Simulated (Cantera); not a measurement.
What does this Cantera script print?

```python
import numpy as np
import cantera as ct

gas_names = """
    B BH BH2 BH3 BN B2 H H2 N NH NH2 NH3 N2 N2H2 N2H4
""".split()
cond_names = """
    B(b) B(L) BN(s)
""".split()


# ... load() reads the species with a 1 bar reference pressure and builds the phases ...
atoms = {
    'B': {'B': 1},
    'NH3': {'N': 1, 'H': 3},
}
top_T = {'BN(s)': 3200}  # K; cautious upper limits of use, not melting points


# ... equilibrate(T, P, feed) seeds the gas with the atoms and calls Mixture.equilibrate('TP', solver="vcs", rtol=1e-11, max_steps=5000) ...
results = []
feed = {'B': 1, 'NH3': 22}  # mol
P = 23  # Pa
for T in [1623, 1673, 1723, 1773, 1823, 1873, 1923, 1973, 2023, 2073, 2123, 2173, 2223]:
    mix = equilibrate(T, P, feed)
    results.append((T, P, feed, dict(zip(mix.species_names, mix.species_moles))))

top = {s: max(r[3][s] / sum(r[3][g] for g in gas_names) for r in results) for s in gas_names}
cols = sorted((s for s in top if top[s] > 1e-05), key=lambda s: -top[s])[:7]
seen = [c for c in cond_names if any(r[3].get(c, 0) > 1e-12 for r in results)]
print("log10 of partial pressures in bar; condensed amounts in mol")
print(f"{'T/K':>10s}" + "".join(f"{s[:9]:>10s}" for s in cols + seen))
for T, P, feed, n in results:
    ng = sum(n[g] for g in gas_names)
    print(f"{T:10.4g}" + "".join(f"{np.log10(max(n[s] / ng * P / 1e5, 1e-99)):10.3f}" for s in cols)
          + "".join(f"{n.get(c, 0):10.4g}" for c in seen))
```

Output:

```
log10 of partial pressures in bar; condensed amounts in mol
       T/K        H2         H        N2         B       BH2        BH        BN      B(b)     BN(s)
      1623    -3.760    -6.041    -4.256   -11.589    -9.600   -12.369   -13.150         0         1
      1673    -3.762    -5.824    -4.257   -10.814    -9.176   -11.711   -12.459         0    0.9999
      1723    -3.764    -5.621    -4.258   -10.084    -8.778   -11.093   -11.808         0    0.9997
      1773    -3.766    -5.429    -4.259    -9.395    -8.403   -10.510   -11.194         0    0.9992
      1823    -3.771    -5.249    -4.261    -8.745    -8.050    -9.961   -10.615         0    0.9979
      1873    -3.777    -5.079    -4.263    -8.129    -7.718    -9.441   -10.067         0    0.9948
      1923    -3.786    -4.919    -4.267    -7.545    -7.406    -8.950    -9.548         0    0.9866
      1973    -3.803    -4.771    -4.257    -7.073    -7.201    -8.571    -9.130      0.97         0
      2023    -3.819    -4.631    -4.263    -6.711    -7.092    -8.297    -8.829    0.9431         0
      2073    -3.840    -4.500    -4.272    -6.366    -6.995    -8.039    -8.543    0.8881         0
      2123    -3.869    -4.380    -4.284    -6.038    -6.910    -7.798    -8.272    0.7761         0
      2173    -3.907    -4.270    -4.298    -5.726    -6.841    -7.574    -8.016    0.5494         0
      2223    -3.956    -4.172    -4.318    -5.427    -6.787    -7.366    -7.775   0.09507         0
```

Method: chemical equilibrium by Gibbs-energy minimisation in Cantera with the NASA 1993 tables (ideal gas, pure condensed phases). The tables' values for BH2 are old estimates; treat these amounts as uncertain.
